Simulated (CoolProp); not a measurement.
Computed with CoolProp (reference Helmholtz-energy equation of state, Zhou 2012).

### Question
For m-xylene, give the phase and the cp (kJ/(kg K)), speed of sound (m/s), isothermal compressibility (1/MPa), expansivity (1/kK) at 177.45 °C and 424 kPa.

### Answer
- 177.45 °C and 424 kPa: liquid; cp 2.27, speed of sound 746, isothermal compressibility 0.00317, expansivity 1.54
